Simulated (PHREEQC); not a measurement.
Consider water at 90 °C with 8.85 mmol/kgw HF, 0.17 mmol/kgw H2SiF6 and 1.7 mmol/kgw H2SO4. Closed to the air; pH follows from the charge balance.

Model: ion-association model, wateq4f.dat, run in PHREEQC.

### Question
The ionic strength comes out as 0.00388 mol/kgw. What activity coefficients do H+, F-, HF2-, SiF6-2, SO4-2 get?

### Answer
H+ 0.93, F- 0.92, HF2- 0.92, SiF6-2 0.74, SO4-2 0.74.

No solid was allowed to form. Away from 25 °C the constants follow the database's enthalpies or fits; those with neither stay at their 25 °C values. SiF6-2 is the database's only silicon fluoride.
